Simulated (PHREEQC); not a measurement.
Solution (80 °C): 0.0012 mol/kgw ZnSO4, 0.07 mol/kgw H3BO3 and 0.00015 mol/kgw FeSO4. Closed to the air; pH follows from the charge balance.

Computed with PHREEQC (ion-association model, wateq4f.dat).

Each row changes one thing in this solution. Precipitation was switched off in this run.

```
case                                                  pH  ionic strength (mol/kgw)  SO4-2 (mol/kgw)  H2BO3- (mol/kgw)  HSO4- (mol/kgw)
--------------------------------------------  ----------  ------------------------  ---------------  ----------------  ---------------
as made                                             5.01                   0.00448          0.00112           1.06e-5          3.38e-6
diluted 2-fold with water                           5.13                   0.00240         0.000597        (withheld)          1.46e-6
H3BO3 from 0.07 to 0.35 mol/kgw                     4.71                (withheld)          0.00111           2.62e-5          6.82e-6
FeSO4 left out                                      5.01                   0.00405          0.00101           1.05e-5          3.12e-6
diluted 10-fold with water                          5.44                (withheld)       (withheld)           2.69e-6          1.71e-7
ZnSO4 replaced by H2SO4 at the same molality  (withheld)                   0.00312         0.000835           5.62e-8         0.000489
```

Some entries are withheld; supply them.


- diluted 2-fold with water, H2BO3- (mol/kgw): 6.83e-6
- H3BO3 from 0.07 to 0.35 mol/kgw, ionic strength (mol/kgw): 0.00449
- diluted 10-fold with water, ionic strength (mol/kgw): 0.000523
- diluted 10-fold with water, SO4-2 (mol/kgw): 0.000130
- ZnSO4 replaced by H2SO4 at the same molality, pH: 2.75

Constants without temperature data keep their 25 °C values here.
